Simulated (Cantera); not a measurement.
A perfectly stirred reactor is fed with CH4 : O2 : N2 = 1 : 1.33 : 5.01 (molar parts), at 67000 Pa; it is adiabatic with a 425 K inlet, and is followed from long to short residence time, starting on the burning branch (τ in s: 0.027, 0.014, 0.007, 0.0035, 0.0018, 0.0009, 0.00046, 0.00023, 0.00012, 5.9e-05).

Model: GRI-Mech 3.0 (53 species, 325 reactions), integrated in Cantera.

Q: What does this change do: 0.062 parts H2O added?

A: 
```json
[
 {"quantity": "blow-out, bracketed by the residence times tried", "before": "burning at 0.900 ms, out at 0.460 ms", "after": "burning at 0.900 ms, out at 0.460 ms"},
 {"quantity": "x(CH4) at τ = 27.0 ms", "before": "0.00101", "after": "0.00114"},
 {"quantity": "x(O2) at τ = 27.0 ms", "before": "0.000525", "after": "0.000571"},
 {"quantity": "x(C2H6) at τ = 27.0 ms", "before": "5.19e-7", "after": "6.66e-7"},
 {"quantity": "x(C2H2) at τ = 27.0 ms", "before": "0.000444", "after": "0.000528"},
 {"quantity": "x(CH2O) at τ = 27.0 ms", "before": "1.07e-5", "after": "1.14e-5"},
 {"quantity": "x(CH4) at τ = 0.900 ms", "before": "0.00450", "after": "0.00505"},
 {"quantity": "x(O2) at τ = 0.900 ms", "before": "0.00850", "after": "0.00945"},
 {"quantity": "x(C2H6) at τ = 0.900 ms", "before": "2.48e-5", "after": "3.25e-5"},
 {"quantity": "x(C2H2) at τ = 0.900 ms", "before": "0.00188", "after": "0.00200"},
 {"quantity": "x(CH2O) at τ = 0.900 ms", "before": "0.000118", "after": "0.000127"}
]
```

Q: What does this change do: inlet temperature 425 to 823 K?

A: 
```json
[
 {"quantity": "blow-out, bracketed by the residence times tried", "before": "burning at 0.900 ms, out at 0.460 ms", "after": "burning at 0.120 ms, out at 59.0 µs"},
 {"quantity": "x(CH4) at τ = 27.0 ms", "before": "0.00101", "after": "4.65e-5"},
 {"quantity": "x(O2) at τ = 27.0 ms", "before": "0.000525", "after": "0.000171"},
 {"quantity": "x(C2H6) at τ = 27.0 ms", "before": "5.19e-7", "after": "6.81e-10"},
 {"quantity": "x(C2H2) at τ = 27.0 ms", "before": "0.000444", "after": "1.40e-6"},
 {"quantity": "x(CH2O) at τ = 27.0 ms", "before": "1.07e-5", "after": "2.26e-6"},
 {"quantity": "x(CH4) at τ = 0.900 ms", "before": "0.00450", "after": "0.000598"},
 {"quantity": "x(O2) at τ = 0.900 ms", "before": "0.00850", "after": "0.00215"},
 {"quantity": "x(C2H6) at τ = 0.900 ms", "before": "2.48e-5", "after": "1.38e-7"},
 {"quantity": "x(C2H2) at τ = 0.900 ms", "before": "0.00188", "after": "0.000137"},
 {"quantity": "x(CH2O) at τ = 0.900 ms", "before": "0.000118", "after": "3.71e-5"}
]
```
